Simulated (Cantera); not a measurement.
Input: 1 mol HI, 2.9 mol H₂O, at 0.430 bar.

Cantera equilibrium calculation (NASA polynomials, part measured and part estimated; ideal gas, pure solids and liquids). Candidate condensed phases: H₂O, I₂; 12 gas species. Equilibrium is a limit: real reactors are often held back by kinetics, nucleation or transport.

Question: At 1575 K, list the 5 most abundant gas species with their mole fractions, and the condensed phases.

Answer: H₂O 0.685, I 0.157, H₂ 0.0826, HI 0.0711, I₂ 0.00388. Condensed: gas only.
